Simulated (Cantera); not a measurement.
An isothermal, constant-pressure homogeneous reactor starts with 2.15 % H2, 97.8 % O2, equivalence ratio 0.011, at 975 K and 0.00280 bar.

Detailed kinetics in Cantera: the H2/O2 subset of GRI-Mech 3.0, which has no nitrogen chemistry. Radical loss at walls, strong at low pressure, is not modelled.

x: mole fraction; the columns are a selection and need not sum to one.

```csv
t (s),x H2,x O2,x HO2,x H,x OH,x O,x H2O2
0.000200,0.0215,0.978,4.26e-12,3.76e-12,<1e-12,<1e-12,<1e-12
0.000735,0.0215,0.978,1.57e-11,1.10e-11,5.00e-12,5.80e-12,<1e-12
0.00270,0.0215,0.978,5.77e-11,3.50e-11,3.72e-11,5.76e-11,<1e-12
0.00993,0.0215,0.978,2.17e-10,4.48e-10,6.28e-10,1.26e-9,<1e-12
0.0365,0.0215,0.978,3.58e-8,(withheld),3.38e-6,6.97e-6,4.49e-12
0.134,0.000242,0.964,9.75e-7,(withheld),0.000729,0.0129,8.61e-9
0.493,0.000111,0.970,7.94e-7,(withheld),0.000497,0.00764,7.39e-9
1.81,2.78e-5,0.976,4.76e-7,(withheld),0.000247,0.00192,7.59e-9
6.66,3.00e-6,0.978,1.57e-7,(withheld),8.22e-5,0.000213,5.97e-9
24.5,2.63e-7,0.978,3.13e-8,(withheld),2.49e-5,1.94e-5,2.95e-9
90.0,2.92e-8,0.978,5.20e-9,(withheld),8.42e-6,2.22e-6,1.01e-9
```

Problem. Some entries are withheld; supply them.

Solution. 
- 0.0365, x H: 2.37e-6
- 0.134, x H: 0.00303
- 0.493, x H: 0.00121
- 1.81, x H: 0.000150
- 6.66, x H: 5.55e-6
- 24.5, x H: 1.53e-7
- 90.0, x H: 5.91e-9
